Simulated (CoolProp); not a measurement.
Values from CoolProp's reference Helmholtz-energy equation of state, Fiedler 2023.

Task: For tetrahydrofuran, give the phase and the cp (kJ/(kg K)), speed of sound (m/s), isothermal compressibility (1/MPa), expansivity (1/kK) at 400.1 K and 2.21 MPa; 400.1 K and 6.63 MPa; 400.1 K and 22.1 MPa.

Result: 
- 400.1 K and 2.21 MPa: liquid; cp 2.15, speed of sound 833, isothermal compressibility 0.00261, expansivity 1.72
- 400.1 K and 6.63 MPa: liquid; cp 2.13, speed of sound 873, isothermal compressibility 0.00233, expansivity 1.60
- 400.1 K and 22.1 MPa: liquid; cp 2.07, speed of sound 990, isothermal compressibility 0.00171, expansivity 1.32
